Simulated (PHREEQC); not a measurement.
Model water analysis in mg/L, 20 °C, pH 2.74, pe 12.7:

```
constituent   mg/L
-----------  -----
Na            1230
K             1450
Ca             141
Mg             115
Cl             719
S(6) as SO4   4280
Al            6.76
B             0.71
Fe(3)        0.886
```

Valence states are taken as typed.

All values are PHREEQC results (ion-association model, phreeqc.dat), not measurements.

No solid was allowed to form.

Question: Estimate the ionic strength, specific conductance, charge-balance error.

Answer: ionic strength 0.134 mol/kgw; specific conductance 9090 µS/cm; charge-balance error 1.6 %.

Question: In which forms is Na present?

Answer: Na+ 95 %, NaSO4- 5.2 % of the Na.

The solution is supersaturated, for example in Hematite (slow to form), Goethite (slow to form), so a real one may precipitate; this is no full list.
